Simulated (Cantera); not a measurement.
Standard-state values (1 bar) from the NASA 1993 polynomials, evaluated with Cantera. Values are per mole of reaction as written; species without (g) are pure solids or liquids, kept so even where they would boil at 1 bar.

Al + N(g) = AlN

```csv
T (K),ΔH° (kJ),ΔS° (J/K),ΔG° (kJ),log10 K,condensed phases
898,-794.8,-170.1,-642.1,37.35,"Al(s), AlN(s)"
973,?,?,?,?,"Al(l), AlN(s)"
1048,-806.2,-182.3,-615.2,30.66,"Al(l), AlN(s)"
1123,-806.5,-182.5,-601.6,27.98,"Al(l), AlN(s)"
1198,-806.7,-182.7,-587.9,25.63,"Al(l), AlN(s)"
1273,-807.0,-182.9,-574.2,23.56,"Al(l), AlN(s)"
1348,?,?,?,?,"Al(l), AlN(s)"
1423,?,?,?,?,"Al(l), AlN(s)"
1498,?,?,?,?,"Al(l), AlN(s)"
1573,-807.6,-183.3,-519.2,17.24,"Al(l), AlN(s)"
```

Q: Complete the blanks.

A: 
- 973, ΔH° (kJ): -805.9
- 973, ΔS° (J/K): -182.0
- 973, ΔG° (kJ): -628.9
- 973, log10 K: 33.76
- 1348, ΔH° (kJ): -807.1
- 1348, ΔS° (J/K): -183.0
- 1348, ΔG° (kJ): -560.4
- 1348, log10 K: 21.72
- 1423, ΔH° (kJ): -807.3
- 1423, ΔS° (J/K): -183.1
- 1423, ΔG° (kJ): -546.7
- 1423, log10 K: 20.07
- 1498, ΔH° (kJ): -807.5
- 1498, ΔS° (J/K): -183.3
- 1498, ΔG° (kJ): -533.0
- 1498, log10 K: 18.58
